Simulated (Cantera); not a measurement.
Feed: 1 mol Si, a varied amount of Cl₂, 12 mol H₂, held at 1100 K and 0.120 bar.

Points: n(Cl2) (mol) = 0.5, 0.64, 0.77, 0.91, 1, 1.2, 1.3, 1.5, 1.6, 1.7, 1.9, 2, 2.1.

Cantera's Mixture.equilibrate('TP', solver="vcs", rtol=1e-11, max_steps=5000) on the NASA tables stopped like this:

```
ERROR: FAILURE its = 5001!

*******************************************************************************
CanteraError thrown by MultiPhase::equilibrate:
VCS solver failed. Return code: -1
*******************************************************************************
```

Question: What got this run through?

Answer: One answer among several that fit: The failure is numerical, not chemical. The same input converged with solver="gibbs", rtol=1e-10, max_steps=50000, and the result passed a check of the equilibrium conditions:
```
log10 of partial pressures in bar; condensed amounts in mol
    n(Cl2)        H2     SiCL4       HCL    SiHCL3     SiCL3    Si(cr)
       0.5    -0.939    -2.970    -2.545    -3.195    -3.978    0.7943
      0.64    -0.942    -2.824    -2.510    -3.087    -3.868    0.7235
      0.77    -0.945    -2.719    -2.486    -3.010    -3.790    0.6571
      0.91    -0.948    -2.627    -2.464    -2.942    -3.721    0.5852
         1    -0.951    -2.576    -2.453    -2.905    -3.683    0.5388
       1.2    -0.955    -2.480    -2.431    -2.836    -3.611    0.4354
       1.3    -0.957    -2.439    -2.422    -2.806    -3.580    0.3836
       1.5    -0.961    -2.367    -2.406    -2.753    -3.526    0.2798
       1.6    -0.963    -2.334    -2.399    -2.730    -3.501    0.2279
       1.7    -0.965    -2.304    -2.392    -2.709    -3.479    0.1759
       1.9    -0.969    -2.250    -2.381    -2.670    -3.438   0.07189
         2    -0.971    -2.225    -2.375    -2.653    -3.420   0.01985
       2.1    -0.975    -2.194    -2.309    -2.691    -3.456         0
```

The gas is ideal and each condensed phase is pure. The tables' values for SiCl3 are old estimates; treat these amounts as uncertain.
